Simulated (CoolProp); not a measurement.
Values from CoolProp's reference Helmholtz-energy equation of state, Thol 2018.

For hydrogen chloride, give the phase and the Joule-Thomson coefficient (K/MPa) at 203.9 K and 23 bar; 495.2 K and 3.35 bar.


- 203.9 K and 23 bar: liquid; Joule-Thomson coefficient -0.283
- 495.2 K and 3.35 bar: gas; Joule-Thomson coefficient 5.71
